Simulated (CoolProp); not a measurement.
The fluid at 443.27 K and 14.3 MPa (stagnation) flows isentropically through a choked orifice. The same conditions are run with several fluids, on thermodynamics alone (safety and materials aside).

Computed with CoolProp (reference Helmholtz-energy equation of state of each fluid (R134a: Tillner-Roth 1994; hydrogen sulfide: Lemmon 2006; methane: Setzmann 1991; R143a: Lemmon and Jacobsen 2000)).

Rank R134a, hydrogen sulfide, methane, R143a by throat to inlet pressure ratio, highest first.

R143a (0.577), R134a (0.553), methane (0.540), hydrogen sulfide (0.537)

```csv
fluid,mass flux (kg/(m² s)),throat temperature (K)
R134a,73300,419.2
hydrogen sulfide,37500,378.2
methane,20200,387.9
R143a,58500,416.2
```
